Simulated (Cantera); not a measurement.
What does this Cantera script print?

```python
import numpy as np
import cantera as ct

gas_names = [...]  # 109 gases of nasa_gas.yaml made of C, Cl, H, Si
cond_names = """
    C(gr) C6H6(L) C7H8(L) C8H18(L),n-octa Si(cr) Si(L) SiC(b)
""".split()


# ... load() reads the species with a 1 bar reference pressure and builds the phases ...
atoms = {
    'SiHCl3': {'Si': 1, 'H': 1, 'CL': 3},
    'C2H4': {'C': 2, 'H': 4},
    'H2': {'H': 2},
}
top_T = {'C(gr)': 4500, 'SiC(b)': 3050}  # K; cautious upper limits of use, not melting points


# ... equilibrate(T, P, feed) seeds the gas with the atoms and calls Mixture.equilibrate('TP', solver="vcs", rtol=1e-11, max_steps=5000) ...
results = []
T = 1223  # K
P = 2500  # Pa
for m in [41, 54, 71, 94, 120, 160, 210, 280, 370]:
    feed = {'SiHCl3': 1, 'C2H4': 0.0052, 'H2': m}  # mol
    mix = equilibrate(T, P, feed)
    results.append((T, P, feed, dict(zip(mix.species_names, mix.species_moles))))

top = {s: max(r[3][s] / sum(r[3][g] for g in gas_names) for r in results) for s in gas_names}
cols = sorted((s for s in top if top[s] > 0.0001), key=lambda s: -top[s])[:7]
seen = [c for c in cond_names if any(r[3].get(c, 0) > 1e-12 for r in results)]
print("log10 of partial pressures in bar; condensed amounts in mol")
print(f"{'n(H2)':>10s}" + "".join(f"{s[:9]:>10s}" for s in cols + seen))
for T, P, feed, n in results:
    ng = sum(n[g] for g in gas_names)
    print(f"{feed['H2']:10.4g}" + "".join(f"{np.log10(max(n[s] / ng * P / 1e5, 1e-99)):10.3f}" for s in cols)
          + "".join(f"{n.get(c, 0):10.4g}" for c in seen))
```

Result:

```
log10 of partial pressures in bar; condensed amounts in mol
     n(H2)        H2       HCL     SiCL2     SiCL4     SiCL3    SiHCL3    Si(cr)    SiC(b)
        41    -1.627    -2.928    -3.842    -4.462    -4.603    -4.671    0.6013   0.01038
        54    -1.622    -3.004    -4.000    -4.776    -4.839    -4.905    0.6653   0.01037
        71    -1.618    -3.088    -4.172    -5.120    -5.097    -5.161     0.725   0.01036
        94    -1.615    -3.182    -4.363    -5.503    -5.384    -5.446    0.7793   0.01034
       120    -1.612    -3.269    -4.540    -5.856    -5.649    -5.710    0.8198   0.01032
       160    -1.610    -3.377    -4.758    -6.293    -5.977    -6.037     0.859    0.0103
       210    -1.608    -3.483    -4.973    -6.722    -6.298    -6.357    0.8885   0.01027
       280    -1.607    -3.599    -5.205    -7.187    -6.647    -6.705     0.913   0.01022
       370    -1.606    -3.713    -5.435    -7.647    -6.992    -7.049    0.9312   0.01016
```

Cantera equilibrium calculation (NASA polynomials, part measured and part estimated; ideal gas, pure solids and liquids). Mutual solubility and eutectic melting of coexisting phases are not modelled. The tables' values for SiCl3 are old estimates; treat these amounts as uncertain.
